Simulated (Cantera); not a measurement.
A Cantera script and what it prints.

```python
import numpy as np
import cantera as ct

gas_names = """
    B BF BF2 BF3 BH BHF2 BH2 BH3 BO BOF BOF2 BO2 B2 B2O B2O2 B2O3 B3O3F3 B3O3H3 F FO FO2 F2 F2O H HBO
    HBO2 HF HOF HO2 H2 H2F2 H2O H2O2 H3B3O6 H3F3 H4F4 H5F5 H6F6 H7F7 O OH O2 O3
""".split()
cond_names = """
    B(b) B(L) B2O3(L) B3O3H3(cr) H2O(s) H2O(L)
""".split()


# ... load() reads the species with a 1 bar reference pressure and builds the phases ...
atoms = {
    'B2O3': {'B': 2, 'O': 3},
    'F2': {'F': 2},
    'H2': {'H': 2},
    'HF': {'H': 1, 'F': 1},
}
top_T = {}  # K; cautious upper limits of use, not melting points


# ... equilibrate(T, P, feed) seeds the gas with the atoms and calls Mixture.equilibrate('TP', solver="vcs", rtol=1e-11, max_steps=5000) ...
results = []
feed = {'B2O3': 1, 'F2': 0.84, 'H2': 3.7, 'HF': 49}  # mol
P = 190  # Pa
for T in [1125, 1200, 1275, 1350, 1425, 1500, 1575]:
    mix = equilibrate(T, P, feed)
    results.append((T, P, feed, dict(zip(mix.species_names, mix.species_moles))))

top = {s: max(r[3][s] / sum(r[3][g] for g in gas_names) for r in results) for s in gas_names}
cols = sorted((s for s in top if top[s] > 0.001), key=lambda s: -top[s])[:6]
seen = [c for c in cond_names if any(r[3].get(c, 0) > 1e-12 for r in results)]
print("log10 of partial pressures in bar; condensed amounts in mol")
print(f"{'T/K':>10s}" + "".join(f"{s[:9]:>10s}" for s in cols + seen))
for T, P, feed, n in results:
    ng = sum(n[g] for g in gas_names)
    print(f"{T:10.4g}" + "".join(f"{np.log10(max(n[s] / ng * P / 1e5, 1e-99)):10.3f}" for s in cols)
          + "".join(f"{n.get(c, 0):10.4g}" for c in seen))
```

Result:

```
log10 of partial pressures in bar; condensed amounts in mol
       T/K        HF       H2O        H2       BF3       BOF
      1125    -2.791    -3.967    -3.986    -4.145    -6.202
      1200    -2.791    -3.977    -3.986    -4.159    -5.548
      1275    -2.789    -4.008    -3.988    -4.205    -5.029
      1350    -2.785    -4.071    -3.990    -4.305    -4.667
      1425    -2.780    -4.158    -3.994    -4.462    -4.444
      1500    -2.777    -4.249    -3.997    -4.664    -4.317
      1575    -2.774    -4.326    -4.000    -4.897    -4.245
```

Method: chemical equilibrium by Gibbs-energy minimisation in Cantera with the NASA 1993 tables (ideal gas, pure condensed phases).
